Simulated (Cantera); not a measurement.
A perfectly stirred reactor is fed with CO : H2 : CH4 : O2 : N2 = 1 : 0.042 : 0.074 : 1.29 : 4.84 (molar parts), equivalence ratio 0.52, at 1.00 bar; it is adiabatic with a 523 K inlet, and is followed from long to short residence time, starting on the burning branch (τ in s: 0.12, 0.04, 0.013, 0.0041, 0.0013, 0.00042, 0.00014, 4.4e-05, 1.4e-05).

Detailed kinetics in Cantera: GRI-Mech 3.0 (53 species, 325 reactions).

x: mole fraction; the columns are a selection and need not sum to one.

```csv
τ (s),T (K),x CO,x H2,x CH4,x H2O2,x C2H6,x O
0.12,1902,0.00215,?,9.50e-7,3.12e-8,<1e-12,0.000576
0.040,1882,0.00414,?,1.84e-6,4.97e-8,<1e-12,0.00112
0.013,1845,0.00781,?,3.65e-6,8.27e-8,1.57e-12,0.00217
0.0041,1780,0.0141,?,7.82e-6,1.47e-7,4.26e-12,0.00403
0.0013,1676,0.0243,?,1.93e-5,2.91e-7,1.70e-11,0.00664
0.00042,1496,0.0453,?,7.27e-5,7.43e-7,2.08e-10,0.00805
0.00014,523,0.138,0.00580,0.0102,<1e-12,<1e-12,<1e-12
4.4e-5,523,0.138,0.00580,0.0102,<1e-12,<1e-12,<1e-12
1.4e-5,523,0.138,0.00580,0.0102,<1e-12,<1e-12,<1e-12
```

Q: Some entries are withheld; supply them.

A: 
- 0.12, x H2: 7.68e-5
- 0.040, x H2: 0.000148
- 0.013, x H2: 0.000279
- 0.0041, x H2: 0.000500
- 0.0013, x H2: 0.000806
- 0.00042, x H2: 0.00113
